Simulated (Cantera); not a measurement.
## Diamond growth

A diamond (100) surface in a fixed gas of H2 with x(CH4) = 0.011, x(H) = 0.0052, x(CH3) = 7.3e-05, 11000 Pa; coverages are run to steady state.

Computed with Cantera and the Harris–Goodwin 1993 mechanism for the reconstructed diamond (100) surface.

```csv
T (K),growth (µm/h),θ c6HH,θ c6H*,θ c6*H,θ c6**,θ c6HM
925,2.87,0.659,0.0122,0.310,0.00537,0.0104
975,3.71,0.613,0.0161,0.351,0.00799,0.00833
1025,4.56,0.570,0.0205,0.389,0.0113,0.00663
1075,5.25,0.529,0.0253,0.423,0.0155,0.00512
1125,5.43,0.491,0.0303,0.452,0.0204,0.00365
1175,4.82,0.457,0.0356,0.477,0.0261,0.00225
1225,3.68,0.426,0.0410,0.498,0.0324,0.00116
1275,2.70,0.398,0.0463,0.515,0.0392,0.000524
1325,2.17,0.373,0.0516,0.528,0.0463,0.000221
1375,1.98,0.351,0.0568,0.538,0.0536,9.12e-5
```
θ: site fractions in the mechanism's names (c6HH fully hydrogenated, c6H* and c6*H radical sites, c6** diradical, c6HM methylated).
